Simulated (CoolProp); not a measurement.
Vapour pressure (MPa) of dodecamethylcyclohexasiloxane (D6): the reference equation beside estimates from Tc = 645.8 K, pc = 0.9614 MPa, ω = 0.736.

Computed with CoolProp (reference Helmholtz-energy equation of state, Colonna 2008). It is a short technical equation, of lower accuracy than the large ones.

| T (K) | reference | van der Waals | Soave-Redlich-Kwong |
|---|---|---|---|
| 435.5 | 0.01020 | 0.1589 | 0.01018 |
| 446.7 | 0.01488 | 0.1814 | 0.01491 |
| 458 | 0.02124 | 0.2060 | (withheld) |
| 469.2 | (withheld) | 0.2325 | 0.02990 |
| 480.5 | 0.04045 | 0.2613 | 0.04109 |
| 491.7 | 0.05417 | 0.2921 | 0.05528 |
| 502.9 | 0.07136 | 0.3251 | (withheld) |
| 514.2 | 0.09282 | (withheld) | 0.09554 |
| 525.4 | 0.1188 | 0.3983 | (withheld) |
| 536.7 | 0.1505 | 0.4387 | 0.1560 |
| 547.9 | 0.1882 | 0.4811 | 0.1955 |
| 559.2 | (withheld) | 0.5265 | 0.2429 |
| 570.4 | 0.2864 | 0.5739 | 0.2981 |
| 581.6 | (withheld) | 0.6239 | (withheld) |
| 592.9 | 0.4219 | 0.6770 | 0.4379 |

Question: Fill in the missing entries.

Answer: 
- 458, Soave-Redlich-Kwong: 0.02138
- 469.2, reference: 0.02957
- 502.9, Soave-Redlich-Kwong: 0.07315
- 514.2, van der Waals: 0.3607
- 525.4, Soave-Redlich-Kwong: 0.1228
- 559.2, reference: 0.2335
- 581.6, reference: 0.3486
- 581.6, Soave-Redlich-Kwong: 0.3626

Absolute difference from the reference over all 15 rows, mean and median: van der Waals 447.3 and 288.6 %, Soave-Redlich-Kwong 2.5 and 2.9 %.
